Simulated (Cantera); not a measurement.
Charge: 1 mol CO₂, 0.96 mol O₂, 0.73 mol SO₂, at 1430 Torr.

These are equilibrium values from Cantera (NASA tables, ideal gas, pure condensed phases), not measurements of a reactor. Candidate condensed phases: C, S; 22 gas species. Kinetics and transport are ignored.

x: gas mole fraction; nothing condenses.

```
T (K)  x CO₂   x O₂  x SO₂     x SO₃      x CO
-----  -----  -----  -----  --------  --------
1148   0.384  0.335  0.213    0.0678   2.34e-9
1348   0.375  0.351  0.255    0.0185   1.78e-7
1548   0.373  0.355  0.266         …         …
1748   0.372  0.356  0.269   0.00281   5.35e-5
1948   0.372  0.356  0.270   0.00145  0.000382
2148   0.369  0.357  0.270         …         …
2348   0.363  0.357  0.269  0.000544   0.00688
2548   0.346  0.359  0.265  0.000371    0.0199
```

**Question.** Fill in the missing entries.

**Answer.** 
- 1548, x SO₃: 0.00643
- 1548, x CO: 4.46e-6
- 2148, x SO₃: 0.000849
- 2148, x CO: 0.00187
